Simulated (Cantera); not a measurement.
An isothermal plug-flow reactor at 1048 K and 2400 Torr (inlet), inlet velocity 1.7 m/s, active area per volume 8300 1/m; feed CH4 : O2 : N2 = 0.0021 : 0.12 : 0.79 (molar parts).

Model: Deutschmann's 1995 Pt surface mechanism with GRI-Mech 3.0 gas chemistry, integrated in Cantera. Catalytic surfaces can have several steady states; this one follows from the mechanism file's or the stated starting coverage. Mass transfer to the wall is taken as infinitely fast.

One state of this run: x CH4 = 0.00204; x O2 = 0.131; x H2O = 0.000527; x CO2 = 0.000262; x CO = 1.07e-6; θ free Pt = 0.174; θ O* = 0.825; θ OH* = 0.000606. x: gas mole fraction; θ: surface coverage.

Q: Which value of z (m) does it belong to?
(A) 0.00047
(B) 0.0018
(C) 0.00092
(D) 0.00025

A: A, 0.00047
